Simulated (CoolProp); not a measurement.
Vapour-liquid equilibrium of nitrogen (1) + oxygen (2) at 84.3 K; x and y are mole fractions of (1).

Model: multi-fluid Helmholtz-energy mixture model, Span 2000 and Schmidt 1985; pair parameters Gernert 2013, in CoolProp.

| x | bubble pressure (MPa) | y at the bubble point | dew pressure at overall composition x (MPa) | liquid density (mol/L) |
|---|---|---|---|---|
| 0.05 | 0.06227 | 0.199 | 0.05447 | 36.07 |
| 0.2 | 0.08931 | 0.519 | 0.06234 | 34.62 |
| 0.35 | 0.1135 | 0.683 | 0.07277 | 33.22 |
| 0.5 | 0.1365 | 0.789 | 0.08711 | 31.87 |
| 0.65 | 0.1591 | 0.868 | 0.1078 | 30.55 |
| 0.8 | 0.1821 | 0.932 | 0.1392 | 29.28 |
| 0.95 | 0.2057 | 0.984 | 0.1898 | 28.02 |

No azeotrope shows between x = 0.05 and 0.95.

The pair parameters rest on a limited set of measurements; away from them the model extrapolates.
